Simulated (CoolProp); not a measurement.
A Linde-Hampson liquefier for ethylene: isothermal reversible compression at 320 K from 1 atm to 40 MPa, throttling to 1 atm, return gas leaving the recuperator 0 K below the feed. Each further row changes one setting.

Model: reference Helmholtz-energy equation of state, Smukala 2000, in CoolProp.

| case | liquid yield per pass | compression work (kJ/kg of gas) |
|---|---|---|
| as stated | [?] | 468 |
| high pressure 80 MPa | 0.384 | 554 |
| warm-end temperature 350 K | 0.362 | [?] |
| warm-end gap 5 K | [?] | 468 |

Some entries are withheld; supply them.


- as stated, liquid yield per pass: 0.428
- warm-end temperature 350 K, compression work (kJ/kg of gas): 539
- warm-end gap 5 K, liquid yield per pass: 0.421
